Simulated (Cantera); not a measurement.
Input: 1 mol SiC, 0.21 mol N₂O, 30 mol H₂, at 4.10e-5 bar.

Cantera equilibrium calculation (NASA polynomials, part measured and part estimated; ideal gas, pure solids and liquids). Candidate condensed phases: C, C₆H₆, C₇H₈, C₈H₁₈, H₂O, Si, SiC, SiO₂, Si₂N₂O, Si₃N₄; 151 gas species. Mutual solubility and eutectic melting of coexisting phases are not modelled. Rates play no part.

x: gas mole fraction; n: condensed amount in mol.

```csv
T (K),x H₂,x H,x Si,x N₂,x CO,x SiO,n SiC(s),n Si₂N₂O(s),n C(graphite)
1148,0.991,1.11e-5,9.11e-12,0.00462,0.00462,3.73e-6,0.860,0.0699,0
1223,0.991,4.67e-5,1.10e-9,0.00470,0.00458,0.000112,0.861,0.0677,0
1298,0.988,0.000166,7.35e-8,(withheld),0.00398,0.00188,0.879,0.0320,0
1373,0.986,0.000516,1.21e-6,0.00690,0.00345,0.00345,0.895,0,0
1448,0.985,0.00143,1.06e-5,0.00690,0.00345,0.00344,0.895,0,0
1523,0.983,0.00358,7.46e-5,0.00689,0.00348,0.00341,0.894,0,0
1598,0.978,0.00822,0.000418,0.00687,0.00364,0.00323,0.888,0,0
1673,0.967,0.0175,0.00172,0.00682,0.00428,0.00255,0.867,0,0
1748,0.947,0.0347,0.00442,0.00672,0.00559,0.00116,0.823,0,0
1823,0.915,0.0647,0.00647,0.00651,0.00644,0.000192,0.782,0,0
1898,0.862,0.113,0.0110,0.00607,0.00639,4.63e-5,0.614,0,0.108
1973,0.773,0.185,0.0268,0.00560,0.00603,3.71e-5,0,0,0.641
2048,0.673,0.287,0.0255,(withheld),0.00571,1.26e-5,0,0,0.594
2123,0.548,0.415,0.0234,(withheld),0.00529,4.32e-6,0,0,0.530
```

What belongs in the gaps?


- 1298, x N₂: 0.00586
- 2048, x N₂: 0.00516
- 2123, x N₂: 0.00465
